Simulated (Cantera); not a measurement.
Feed: 1 mol SiC, 0.015 mol O₂, 4.1 mol H₂, 4.5 mol H₂O, equilibrated at 1823.15 K.

Cantera equilibrium calculation (NASA polynomials, part measured and part estimated; ideal gas, pure solids and liquids). Candidate condensed phases: C, C₆H₆, C₇H₈, C₈H₁₈, H₂O, Si, SiC, SiO₂; 123 gas species. The tables hold silica as quartz up to 1696 K and as liquid above; real silica turns to tridymite and cristobalite and melts near 1996 K. Equilibrium is a limit: real reactors are often held back by kinetics, nucleation or transport.

At 12.0 Torr, list the 6 most abundant gas species with their mole fractions, and the condensed phases.

H₂ 0.737, H₂O 0.155, CO 0.0986, CO₂ 0.00529, H 0.00294, SiO 0.00102. Condensed: SiO₂(condensed).
